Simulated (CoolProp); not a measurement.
Vapour-liquid equilibrium of n-hexane (1) + dimethyl carbonate (2) at 100.75 °C; x and y are mole fractions of (1).

Values from CoolProp's multi-fluid Helmholtz-energy mixture model, Thol 2019 and Zhou 2011; pair parameters Bell 2016.

Problem. Give the bubble pressure and the first vapour's composition at x = 0.125, 0.65, 0.725. Is there an azeotrope?

Solution. x = 0.125: 2.117 bar, y = 0.393; x = 0.65: 2.757 bar, y = 0.684; x = 0.725: 2.764 bar, y = 0.721. y crosses x between x = 0.65 and 0.725: the model has an azeotrope there.

Pair parameters are fitted to limited data, so mixtures are less certain than the pure fluids.
